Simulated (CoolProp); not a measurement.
Model: reference Helmholtz-energy equation of state, Thol 2014, in CoolProp.

Q: Give the vapour pressure (bar), enthalpy of vaporisation (kJ/kg), vapour Z, surface tension (mN/m) of saturated chloromethane (R40) at 7.75, 28.05 °C.

A: 
```json
[
 {"T (°C)": "7.75", "p (bar)": "3.38", "enthalpy of vaporisation (kJ/kg)": "394", "vapour Z": "0.923", "surface tension (mN/m)": "18.2"},
 {"T (°C)": "28.05", "p (bar)": "6.30", "enthalpy of vaporisation (kJ/kg)": "370", "vapour Z": "0.885", "surface tension (mN/m)": "14.9"}
]
```

Surface tension comes from a separate correlation (Mulero 2014).
